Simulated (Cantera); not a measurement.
Feed: 1 mol CuF₂, 0.035 mol HF, 42 mol H₂, 1.7 mol O₂, held at 975 K and 0.00133 bar.

Method: chemical equilibrium by Gibbs-energy minimisation in Cantera with the NASA 1993 tables (ideal gas, pure condensed phases). Candidate condensed phases: Cu, CuF₂, CuO, Cu(OH)₂, Cu₂O, H₂O; 27 gas species. Kinetics and transport are ignored.

### Question
What is the equilibrium state?

### Answer
| Property | Result |
|---|---|
| x(H₂) | 0.874 |
| x(H₂O) | 0.0790 |
| x(HF) | 0.0473 |
| n(Cu(s)) | 1.00 mol |
| gas amount | 43.03 mol |
| log10 activity of CuF₂(s) (absent) | -14.29 |
| log10 activity of Cu(OH)₂(s) (absent) | -14.85 |
